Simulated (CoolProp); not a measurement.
Saturation properties of acetone (Tc = 508.1 K, pc = 4692 kPa, ω = 0.307).

Values from CoolProp's reference Helmholtz-energy equation of state, Lemmon 2006. It is a short technical equation, of lower accuracy than the large ones.

| T (K) | p (kPa) | vapour density (kg/m³) | enthalpy of vaporisation (kJ/kg) | surface tension (mN/m) |
|---|---|---|---|---|
| 341.4 | (withheld) | 3.309 | (withheld) | (withheld) |
| 355.8 | 232.6 | 4.995 | 470.7 | 15.6 |
| 370.3 | 345.8 | 7.321 | 452.4 | 13.9 |
| 384.7 | 496.1 | 10.42 | 433.1 | 12.3 |
| 399.1 | 691.7 | (withheld) | 412.1 | 10.6 |
| 413.5 | 940.9 | (withheld) | (withheld) | 9.01 |
| 428 | 1255 | 27.08 | 363.7 | 7.43 |
| 442.4 | 1640 | 36.48 | 335.3 | 5.90 |
| 456.8 | 2108 | 49.14 | 302.6 | 4.43 |
| 471.3 | 2677 | 66.99 | 263.5 | 3.01 |
| 485.7 | 3356 | (withheld) | 214.5 | 1.69 |

What belongs in the gaps?


- 341.4, p (kPa): 151.0
- 341.4, enthalpy of vaporisation (kJ/kg): 487.7
- 341.4, surface tension (mN/m): 17.4
- 399.1, vapour density (kg/m³): 14.53
- 413.5, vapour density (kg/m³): 19.93
- 413.5, enthalpy of vaporisation (kJ/kg): 389.2
- 485.7, vapour density (kg/m³): 93.69

It boils at 329.2 K under 1 atm.

Surface tension comes from a separate correlation (Mulero 2012).
